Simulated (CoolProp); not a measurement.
Vapour-liquid equilibrium of methanol (1) + ethanol (2) at 165.65 °C; x and y are mole fractions of (1).

Model: multi-fluid Helmholtz-energy mixture model, de Reuck 1993 and Schroeder 2014; pair parameters Bell 2016, in CoolProp.

```tsv
x	bubble pressure, mixture model (kPa)	bubble pressure, Raoult's law (kPa)	y, mixture model	y, Raoult's law
0.05	1465	1465	0.064	0.068
0.2	1544	1549	0.242	0.258
0.35	1620	1633	0.405	0.428
0.5	1698	1717	0.558	0.582
0.65	1780	1801	0.702	0.721
0.8	1868	1885	0.837	0.848
0.95	1964	1970	0.961	0.964
```

The largest gap from Raoult's law is -1.2 % in bubble pressure, at x = 0.65. No azeotrope shows between x = 0.05 and 0.95.

The pair parameters rest on a limited set of measurements; away from them the model extrapolates.
